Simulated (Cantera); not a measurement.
Halide evaporation, hydrolysis and transport: FeCl2 + H2

Input: 1 mol FeCl2, 27 mol H2, equilibrated at 105 Torr.

These are equilibrium values from Cantera (NASA tables, ideal gas, pure condensed phases), not measurements of a reactor. Candidate condensed phases: Fe, FeCl2, FeCl3; 11 gas species. The numbers say what is thermodynamically allowed, not how fast it happens.

| T (K) | log p H2 | log p HCl | log p H | log p FeCl2 | log p Fe | n Fe(α) | n Fe(γ) | n Fe(δ) | n Fe(l) |
|---|---|---|---|---|---|---|---|---|---|
| 950 | -0.89 | -2.01 | -9.70 | -4.00 | <-12 | 0.980 | 0 | 0 | 0 |
| 1050 | -0.89 | -2.01 | -8.53 | -3.80 | -12.81 | 0.968 | 0 | 0 | 0 |
| 1150 | -0.89 | -2.02 | -7.57 | -3.65 | -11.07 | 0.955 | 0 | 0 | 0 |
| 1250 | -0.89 | -2.03 | -6.76 | -3.53 | -9.61 | 0 | 0.941 | 0 | 0 |
| 1350 | -0.88 | -2.03 | -6.07 | -3.44 | -8.37 | 0 | 0.927 | 0 | 0 |
| 1450 | -0.88 | -2.04 | -5.47 | -3.36 | -7.30 | 0 | 0.913 | 0 | 0 |
| 1550 | -0.88 | -2.05 | -4.94 | -3.30 | -6.38 | 0 | 0.899 | 0 | 0 |
| 1650 | -0.88 | -2.05 | -4.48 | -3.24 | -5.57 | 0 | 0.885 | 0 | 0 |
| 1750 | -0.88 | -2.06 | -4.08 | -3.20 | -4.86 | 0 | 0 | 0.871 | 0 |
| 1850 | -0.88 | -2.06 | -3.71 | -3.17 | -4.23 | 0 | 0 | 0 | 0.853 |
| 1950 | -0.89 | -2.07 | -3.38 | -3.16 | -3.69 | 0 | 0 | 0 | 0.818 |
| 2050 | -0.89 | -2.07 | -3.09 | -3.15 | -3.20 | 0 | 0 | 0 | 0.728 |
log p: log10 of the partial pressure in bar; n: condensed amount in mol.

From 950 K to 1150 K the condensed part is Fe(α). From 1250 K to 1650 K the condensed part is Fe(γ). At 1750 K the condensed part is Fe(δ). From 1850 K to 2050 K the condensed part is Fe(l). The main Fe-bearing gas is FeCl2 throughout. The share of Fe in condensed phases is highest at 950 K (98.0 %) and lowest at 2050 K (72.8 %).
